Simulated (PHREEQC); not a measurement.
A solution holds 0.0035 mol NH3, 6e-05 mol Na2SiO3 and 0.004 mol K2CO3 per kg of water, at 25 °C. Closed to the air; pH follows from the charge balance.

The numbers come from PHREEQC with the ion-association model, wateq4f.dat.

The pH comes out as 10.88 and the ionic strength is 0.0115 mol/kgw. The total alkalinity comes out as 11.6 meq/kg.

```
species  molality  activity   log γ
-------  --------  --------  ------
K+        0.00800   0.00715  -0.049
NH3       0.00341   0.00341   0.000
CO3-2     0.00331   0.00217  -0.184
OH-      0.000839  0.000750  -0.049
HCO3-    0.000686  0.000617  -0.046
Na+      0.000115  0.000103  -0.047
NH4+      8.91e-5   7.99e-5  -0.048
```

This is a speciation only: nothing precipitates in the calculation.
